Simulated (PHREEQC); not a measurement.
A solution holds 13 mmol/kgw HCl, 10 mmol/kgw CuSO4 and 0.3 mmol/kgw Na2SO4, at 25 °C. Closed to the air; pH follows from the charge balance.

The numbers come from PHREEQC with the ion-association model, phreeqc.dat.

Each row changes one thing in this solution. This is a speciation only: nothing precipitates in the calculation.

| case | pH | ionic strength (mol/kgw) | Cu+2 (mol/kgw) | SO4-2 (mol/kgw) | HSO4- (mol/kgw) | CuSO4 (mol/kgw) |
|---|---|---|---|---|---|---|
| as made | 2.05 | 0.0396 | 0.00773 | 0.00541 | 0.00275 | 0.00213 |
| Na2SO4 left out | 2.05 | 0.0390 | 0.00777 | 0.00523 | 0.00268 | 0.00209 |
| CuSO4 from 0.01 to 0.02 mol/kgw | 2.12 | 0.0621 | 0.0140 | 0.0104 | 0.00409 | 0.00579 |
| Na2SO4 from 0.0003 to 0.003 mol/kgw | 2.08 | 0.0450 | 0.00738 | 0.00710 | 0.00330 | 0.00249 |
| 0.00034 mol/kgw NaCl added | 2.05 | 0.0399 | 0.00773 | 0.00542 | 0.00275 | 0.00212 |
| diluted 10-fold with water | 2.94 | 0.00487 | 0.000908 | 0.000864 | 7.70e-5 | 8.93e-5 |
| diluted 5-fold with water | 2.67 | 0.00925 | 0.00174 | 0.00156 | 0.000244 | 0.000255 |
| diluted 100-fold with water | 3.90 | 0.000530 | 9.83e-5 | 0.000100 | 1.13e-6 | 1.64e-6 |
